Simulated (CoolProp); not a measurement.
A simple Rankine cycle with n-perfluorobutane: condensing at 301.15 K, boiler at 0.785 MPa, turbine inlet 449 K, turbine efficiency 0.65, pump efficiency 0.8, no recuperator. Each further row changes one setting.

Model: reference Helmholtz-energy equation of state, Gao 2022, in CoolProp.

```json
[
 {"case": "as stated", "thermal efficiency (%)": "4.0", "net work (kJ/kg)": "8.97", "heat in (kJ/kg)": "224", "turbine exit temperature (K)": "436.8", "volume ratio over the turbine": "2.71"},
 {"case": "condensing temperature 293.15 K", "thermal efficiency (%)": "?", "net work (kJ/kg)": "?", "heat in (kJ/kg)": "?", "turbine exit temperature (K)": "?", "volume ratio over the turbine": "3.50"},
 {"case": "boiler pressure 0.549 MPa", "thermal efficiency (%)": "?", "net work (kJ/kg)": "5.86", "heat in (kJ/kg)": "225", "turbine exit temperature (K)": "441.5", "volume ratio over the turbine": "?"},
 {"case": "turbine efficiency 0.55", "thermal efficiency (%)": "?", "net work (kJ/kg)": "?", "heat in (kJ/kg)": "224", "turbine exit temperature (K)": "438.3", "volume ratio over the turbine": "2.72"}
]
```

Question: Fill in the missing entries.

Answer: 
- condensing temperature 293.15 K, thermal efficiency (%): 4.9
- condensing temperature 293.15 K, net work (kJ/kg): 11.4
- condensing temperature 293.15 K, heat in (kJ/kg): 233
- condensing temperature 293.15 K, turbine exit temperature (K): 434.0
- boiler pressure 0.549 MPa, thermal efficiency (%): 2.6
- boiler pressure 0.549 MPa, volume ratio over the turbine: 1.87
- turbine efficiency 0.55, thermal efficiency (%): 3.4
- turbine efficiency 0.55, net work (kJ/kg): 7.53
